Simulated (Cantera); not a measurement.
Input: 1 mol Ti(OiPr)4, 16 mol O2, 150 mol H2, equilibrated at 270 Pa.

Method: chemical equilibrium by Gibbs-energy minimisation in Cantera with the NASA 1993 tables (ideal gas, pure condensed phases). Candidate condensed phases: C, C6H6, C7H8, C8H18, H2O, Ti, TiC, TiO, TiO2, Ti2O3, Ti3O5, Ti4O7; 113 gas species. The feed counts by its element totals alone. Rates play no part. All values below are at 1052 °C.

Base state: H2 0.812, H2O 0.120, CO 0.0632, CO2 0.00501, H 2.84e-5 (mole fractions); condensed: TiO2(rutile).

Q: What changes in the equilibrium state with this change: O2 from 16 to 8.6 mol?

A: 
| species | before | after |
|---|---|---|
| H2 | 0.812 | 0.892 |
| CO | 0.0632 | 0.0666 |
| H2O | 0.120 | 0.0393 |
| CO2 | 0.00501 | 0.00158 |
| H | 2.84e-5 | 2.97e-5 |
| TiO2(rutile), mol | 1.00 | 1.00 |
